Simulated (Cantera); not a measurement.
Feed: 1 mol CaO, 4.2 mol HF, 7 mol O₂, 2.3 mol F₂, at 950 K and 240 Torr.

Method: chemical equilibrium by Gibbs-energy minimisation in Cantera with the NASA 1993 tables (ideal gas, pure condensed phases). Candidate condensed phases: Ca, CaF₂, CaO, Ca(OH)₂, H₂O; 29 gas species. The numbers say what is thermodynamically allowed, not how fast it happens.

Base state: O₂ 0.568, HF 0.318, F₂ 0.0836, F 0.0298, FO₂ 6.64e-5 (mole fractions); condensed: CaF₂(s).

Problem. What changes in the equilibrium state with this change: temperature from 950 K to 1125 K?

Solution. 
| species | before | after |
|---|---|---|
| O₂ | 0.568 | 0.546 |
| HF | 0.318 | 0.306 |
| F | 0.0298 | 0.106 |
| F₂ | 0.0836 | 0.0414 |
| FO₂ | 6.64e-5 | 5.86e-5 |
| CaF₂(s), mol | 1.00 | 1.00 |

Problem. What changes in the equilibrium state with this change: pressure from 240 Torr to 10.0 Torr?

Solution. 
| species | before | after |
|---|---|---|
| O₂ | 0.568 | 0.547 |
| HF | 0.318 | 0.306 |
| F | 0.0298 | 0.104 |
| F₂ | 0.0836 | 0.0427 |
| FO₂ | 6.64e-5 | 9.32e-6 |
| CaF₂(s), mol | 1.00 | 1.00 |

Problem. What changes in the equilibrium state with this change: CaO replaced by MgO?

Solution. 
```
species        before    after
------------  -------  -------
O₂              0.568    0.568
HF              0.318    0.318
F₂             0.0836   0.0836
F              0.0298   0.0298
FO₂           6.64e-5  6.64e-5
CaF₂(s), mol     1.00        0
MgF₂(s), mol        0     1.00
```
Further candidate phases: Mg, MgF₂, MgO, Mg(OH)₂.
